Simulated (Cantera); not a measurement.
A Cantera script and what it prints.

```python
import numpy as np
import cantera as ct

gas_names = """
    CL CL2 H HCL H2 Si SiCL SiCL2 SiCL3 SiCL4 SiH SiHCL3 SiH2 SiH2CL2 SiH3 SiH3CL SiH4 Si2 Si3
""".split()
cond_names = """
    Si(cr) Si(L)
""".split()


# ... load() reads the species with a 1 bar reference pressure and builds the phases ...
atoms = {
    'SiHCl3': {'Si': 1, 'H': 1, 'CL': 3},
    'Cl2': {'CL': 2},
    'H2': {'H': 2},
}
top_T = {}  # K; cautious upper limits of use, not melting points


# ... equilibrate(T, P, feed) seeds the gas with the atoms and calls Mixture.equilibrate('TP', solver="vcs", rtol=1e-11, max_steps=5000) ...
results = []
feed = {'SiHCl3': 1, 'Cl2': 0.08, 'H2': 15}  # mol
T = 925  # K
P = 4200  # Pa
mix = equilibrate(T, P, feed)
results.append((T, P, feed, dict(zip(mix.species_names, mix.species_moles))))
x = sorted(zip(gas.X, gas.species_names), reverse=True)
print(f"T = {T:g} K  P = {P:g} Pa  gas = {mix.phase_moles(0):.4g} mol")
print("   x: " + "  ".join(f"{s} {v:.3e}" for v, s in x if v > 0.0001))
print("   condensed (mol): " + ("  ".join(f"{mix.phase(i).name} {mix.phase_moles(i):.4g}"
      for i in range(1, mix.n_phases) if mix.phase_moles(i) > 1e-12) or "none"))
```

Output:

```
T = 925 K  P = 4200 Pa  gas = 16.28 mol
   x: H2 9.405e-01  SiCL4 3.624e-02  SiHCL3 1.226e-02  HCL 1.010e-02  SiH2CL2 4.075e-04  SiCL3 3.780e-04  SiCL2 1.565e-04
   condensed (mol): Si(cr) 0.195
```

These are equilibrium values from Cantera (NASA tables, ideal gas, pure condensed phases), not measurements of a reactor. The tables' values for SiCl3 are old estimates; treat these amounts as uncertain.
